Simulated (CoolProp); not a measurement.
Vapour-liquid equilibrium of propylene (1) + R22 (2) at 263.3 K; x and y are mole fractions of (1).

The numbers come from the multi-fluid Helmholtz-energy mixture model, Lemmon 2013 and Kamei 1995; pair parameters Bell 2016 in CoolProp.

| x | bubble pressure (bar) | y at the bubble point | dew pressure at overall composition x (bar) | liquid density (mol/L) |
|---|---|---|---|---|
| 0.05 | 3.683 | 0.076 | 3.643 | 15.08 |
| 0.125 | 3.835 | 0.176 | 3.758 | ___ |
| 0.2 | 3.964 | 0.263 | 3.871 | 14.73 |
| 0.275 | 4.071 | 0.341 | 3.981 | 14.56 |
| 0.35 | 4.160 | 0.412 | 4.083 | 14.40 |
| 0.425 | 4.233 | 0.478 | 4.176 | 14.25 |
| 0.5 | 4.291 | 0.542 | 4.255 | 14.11 |
| 0.575 | 4.335 | 0.604 | 4.316 | 13.97 |
| 0.65 | 4.365 | 0.667 | 4.359 | 13.84 |
| 0.725 | 4.381 | 0.730 | 4.380 | 13.72 |
| 0.8 | 4.382 | 0.797 | 4.382 | ___ |
| 0.875 | 4.367 | ___ | 4.365 | 13.49 |
| 0.95 | 4.335 | 0.944 | 4.332 | 13.38 |

Question: Fill in the missing entries.

Answer: 
- 0.125, liquid density (mol/L): 14.90
- 0.8, liquid density (mol/L): 13.60
- 0.875, y at the bubble point: 0.868

y crosses x between x = 0.725 and 0.8: the model has an azeotrope there.

Pair parameters are fitted to limited data, so mixtures are less certain than the pure fluids.
